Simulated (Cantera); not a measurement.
## Thermodynamics of hydrogen reduction and annealing atmospheres, feed Al2O3 + H2

A closed system holds: 1 mol Al2O3, 31 mol H2, held at 10.0 Pa.

Cantera equilibrium calculation (NASA polynomials, part measured and part estimated; ideal gas, pure solids and liquids). Candidate condensed phases: Al, Al2O3, H2O; 19 gas species. The tables' values for AlOH are old estimates; treat these amounts as uncertain. The numbers say what is thermodynamically allowed, not how fast it happens.

```csv
T (K),x H2,x H,x H2O,x Al,x Al2O,x OH,n Al2O3(s)
1398,1.000,0.000473,1.09e-6,6.97e-7,1.05e-8,1.02e-11,1.000
1498,0.998,0.00172,6.53e-6,4.15e-6,9.28e-8,3.18e-10,1.000
1598,0.995,0.00531,3.11e-5,1.96e-5,6.11e-7,6.46e-9,1.000
1698,0.985,0.0144,0.000122,7.61e-5,3.17e-6,9.16e-8,0.999
1798,0.965,0.0346,0.000409,0.000251,1.34e-5,9.64e-7,0.995
1898,0.923,0.0751,0.00118,0.000718,4.72e-5,7.88e-6,0.986
1998,0.847,0.148,0.00298,0.00180,0.000141,5.17e-5,0.963
2098,0.726,0.262,0.00651,0.00397,0.000359,0.000279,0.909
```
x: gas mole fraction; n: condensed amount in mol.

From 1398 K to 2098 K the condensed part is Al2O3(s). The main Al-bearing gas is Al throughout.
